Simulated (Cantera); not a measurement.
Equilibrium for carbothermic reduction: TiO₂ + CH₄ + H₂

Feed: 1 mol TiO₂, 2.8 mol CH₄, 0.24 mol H₂, equilibrated at 1702 °C.

Cantera equilibrium calculation (NASA polynomials, part measured and part estimated; ideal gas, pure solids and liquids). Candidate condensed phases: C, C₆H₆, C₇H₈, C₈H₁₈, H₂O, Ti, TiC, TiO, TiO₂, Ti₂O₃, Ti₃O₅, Ti₄O₇; 113 gas species. Mutual solubility and eutectic melting of coexisting phases are not modelled. TiC, TiO: taken at fixed stoichiometry. Condensed phases not in the tables: solid solutions among these carbides, nitrides and lower oxides. Rates play no part.

```tsv
P (Pa)	log p H₂	log p CO	log p H	log p Ti	n TiC(s)	n TiO(s)	n Ti₂O₃(s)
10	-4.19	-4.63	-4.96	-5.94	0.852	0.0127	0
42	-3.53	-4.00	-4.63	-6.26	0.895	0.0858	0
180	-2.88	-3.36	-4.30	-6.58	0.900	0.0973	0
750	-2.25	-2.74	-3.99	-6.89	0.900	0.0992	0
3200	-1.62	-2.11	-3.67	-7.20	0.900	0.0995	0
13000	-1.01	-1.50	-3.37	-7.51	0.921	0	0.0396
56000	-0.37	-0.87	-3.05	-7.89	0.921	0	0.0394
240000	0.26	-0.23	-2.73	-8.27	0.922	0	0.0390
1000000	0.88	0.39	-2.42	-8.64	0.922	0	0.0390
```
log p: log10 of the partial pressure in bar; n: condensed amount in mol.

From 10.0 Pa to 32.0 mbar the condensed part is TiC(s) + TiO(s). From 0.130 bar to 10.0 bar the condensed part is TiC(s) + Ti₂O₃(s). The main Ti-bearing gas is Ti at 10.0 Pa and TiO at 10.0 bar.
